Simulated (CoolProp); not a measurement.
Properties of water along the isotherm 515 K.

Model: reference Helmholtz-energy equation of state, Wagner 2002, in CoolProp.

```json
[
 {"p (kPa)": "5010", "phase": "liquid", "density (kg/m³)": "812.4", "Joule-Thomson coefficient (K/MPa)": "-0.01732", "expansivity (1/kK)": "1.811", "conductivity (mW/(m K))": "627", "Prandtl number": "0.842", "fugacity coefficient": "0.6044"},
 {"p (kPa)": "10000", "phase": "liquid", "density (kg/m³)": "817.6", "Joule-Thomson coefficient (K/MPa)": "-0.02714", "expansivity (1/kK)": "1.738", "conductivity (mW/(m K))": "632", "Prandtl number": "0.835", "fugacity coefficient": "0.3107"},
 {"p (kPa)": "15000", "phase": "liquid", "density (kg/m³)": "822.5", "Joule-Thomson coefficient (K/MPa)": "-0.03597", "expansivity (1/kK)": "1.673", "conductivity (mW/(m K))": "637", "Prandtl number": "0.830", "fugacity coefficient": "0.2125"},
 {"p (kPa)": "20100", "phase": "liquid", "density (kg/m³)": "827.3", "Joule-Thomson coefficient (K/MPa)": "-0.04410", "expansivity (1/kK)": "1.614", "conductivity (mW/(m K))": "642", "Prandtl number": "0.825", "fugacity coefficient": "0.1628"},
 {"p (kPa)": "25100", "phase": "liquid", "density (kg/m³)": "831.8", "Joule-Thomson coefficient (K/MPa)": "-0.05135", "expansivity (1/kK)": "1.561", "conductivity (mW/(m K))": "647", "Prandtl number": "0.821", "fugacity coefficient": "0.1337"},
 {"p (kPa)": "30100", "phase": "liquid", "density (kg/m³)": "836.2", "Joule-Thomson coefficient (K/MPa)": "-0.05797", "expansivity (1/kK)": "1.514", "conductivity (mW/(m K))": "652", "Prandtl number": "0.817", "fugacity coefficient": "0.1143"},
 {"p (kPa)": "35100", "phase": "liquid", "density (kg/m³)": "840.3", "Joule-Thomson coefficient (K/MPa)": "-0.06406", "expansivity (1/kK)": "1.470", "conductivity (mW/(m K))": "656", "Prandtl number": "0.813", "fugacity coefficient": "0.1005"},
 {"p (kPa)": "40100", "phase": "liquid", "density (kg/m³)": "844.4", "Joule-Thomson coefficient (K/MPa)": "-0.06968", "expansivity (1/kK)": "1.429", "conductivity (mW/(m K))": "661", "Prandtl number": "0.810", "fugacity coefficient": "0.09023"},
 {"p (kPa)": "45100", "phase": "liquid", "density (kg/m³)": "848.3", "Joule-Thomson coefficient (K/MPa)": "-0.07488", "expansivity (1/kK)": "1.392", "conductivity (mW/(m K))": "665", "Prandtl number": "0.807", "fugacity coefficient": "0.08225"},
 {"p (kPa)": "50100", "phase": "liquid", "density (kg/m³)": "852.1", "Joule-Thomson coefficient (K/MPa)": "-0.07972", "expansivity (1/kK)": "1.358", "conductivity (mW/(m K))": "670", "Prandtl number": "0.804", "fugacity coefficient": "0.07590"},
 {"p (kPa)": "55200", "phase": "liquid", "density (kg/m³)": "855.8", "Joule-Thomson coefficient (K/MPa)": "-0.08431", "expansivity (1/kK)": "1.325", "conductivity (mW/(m K))": "674", "Prandtl number": "0.802", "fugacity coefficient": "0.07064"}
]
```

Viscosity comes from a separate model (Huber 2009). Thermal conductivity comes from a separate model (Huber 2012).
